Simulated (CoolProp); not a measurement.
Saturation properties of R11.

The numbers come from the reference Helmholtz-energy equation of state, Jacobsen 1992 in CoolProp.

```json
[
 {"T (K)": "292.8", "p (MPa)": "0.08756", "liquid density (kg/m³)": "1489", "vapour density (kg/m³)": "5.109", "liquid cp (kJ/(kg K))": "0.8757", "surface tension (mN/m)": "18.5"},
 {"T (K)": "313.2", "p (MPa)": "0.1747", "liquid density (kg/m³)": "1440", "vapour density (kg/m³)": "9.732", "liquid cp (kJ/(kg K))": "0.8965", "surface tension (mN/m)": "15.9"},
 {"T (K)": "333.5", "p (MPa)": "0.3163", "liquid density (kg/m³)": "1388", "vapour density (kg/m³)": "17.04", "liquid cp (kJ/(kg K))": "0.9216", "surface tension (mN/m)": "13.4"},
 {"T (K)": "353.9", "p (MPa)": "0.5327", "liquid density (kg/m³)": "1333", "vapour density (kg/m³)": "28.11", "liquid cp (kJ/(kg K))": "0.9525", "surface tension (mN/m)": "11.0"},
 {"T (K)": "374.3", "p (MPa)": "0.8444", "liquid density (kg/m³)": "1272", "vapour density (kg/m³)": "44.34", "liquid cp (kJ/(kg K))": "0.9920", "surface tension (mN/m)": "8.64"},
 {"T (K)": "394.6", "p (MPa)": "1.271", "liquid density (kg/m³)": "1205", "vapour density (kg/m³)": "67.66", "liquid cp (kJ/(kg K))": "1.046", "surface tension (mN/m)": "6.44"},
 {"T (K)": "415", "p (MPa)": "1.842", "liquid density (kg/m³)": "1128", "vapour density (kg/m³)": "101.8", "liquid cp (kJ/(kg K))": "1.129", "surface tension (mN/m)": "4.37"},
 {"T (K)": "435.3", "p (MPa)": "2.577", "liquid density (kg/m³)": "1033", "vapour density (kg/m³)": "153.7", "liquid cp (kJ/(kg K))": "1.290", "surface tension (mN/m)": "2.50"}
]
```

It boils at 296.9 K under 1 atm.

Surface tension comes from a separate correlation (Mulero 2012).
